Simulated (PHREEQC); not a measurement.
Dissolve 4.1 mol/kgw KCl, 0.048 mol/kgw MgSO4 and 0.001 mol/kgw H4SiO4 at 5 °C. Closed to the air; pH follows from the charge balance.

Equilibrium calculation in PHREEQC: Pitzer model, pitzer.dat.

Precipitation was switched off in this run.

Question: Estimate the pH, osmotic coefficient, activity of water.

Answer: pH 6.25; osmotic coefficient 0.943; activity of water 0.869.

Examples of supersaturated solids here: Sylvite. Others may be too. In brines, pH and single-ion activities rest on the MacInnes convention. Constants without temperature data keep their 25 °C values here.
